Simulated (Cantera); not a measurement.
An isothermal, constant-pressure homogeneous reactor starts with H₂ : O₂ = 0.056 : 1 (molar parts), equivalence ratio 0.028, at 950 K and 300 Pa.

Computed with Cantera and the H2/O2 subset of GRI-Mech 3.0, which has no nitrogen chemistry. Radical loss at walls, strong at low pressure, is not modelled. The temperature is held fixed by assumption; the heat of reaction is taken as removed at once.

x: mole fraction; the columns are a selection and need not sum to one.

```
t (s)         x H₂   x O₂       x H     x H₂O     x HO₂    x H₂O₂
--------  --------  -----  --------  --------  --------  --------
0.000300    0.0530  0.947  6.83e-12    <1e-12  7.79e-12    <1e-12
0.00102     0.0530  0.947  2.13e-11  6.54e-12  2.64e-11    <1e-12
0.00344     0.0530  0.947  1.17e-10  1.63e-10  9.01e-11    <1e-12
0.0116      0.0530  0.947       ___   2.40e-8  4.16e-10    <1e-12
0.0393      0.0319  0.934   0.00833    0.0160   1.70e-6   5.98e-8
0.133     0.000767  0.924   0.00855    0.0480   1.87e-6   1.62e-8
0.451     0.000244  0.939       ___    0.0529   1.49e-6   1.89e-8
1.52       2.85e-5  0.945       ___    0.0543   6.72e-7   1.79e-8
5.16       2.37e-6  0.945       ___    0.0544   1.59e-7   1.05e-8
17.5       2.50e-7  0.946       ___    0.0545   2.83e-8   4.37e-9
59.1       3.79e-8  0.946       ___    0.0545   5.42e-9   1.66e-9
200        7.56e-9  0.946  3.39e-10    0.0545   1.23e-9  6.12e-10
```

Complete the blanks.


- 0.0116, x H: 1.03e-8
- 0.451, x H: 0.00148
- 1.52, x H: 5.86e-5
- 5.16, x H: 1.52e-6
- 17.5, x H: 5.71e-8
- 59.1, x H: 3.63e-9
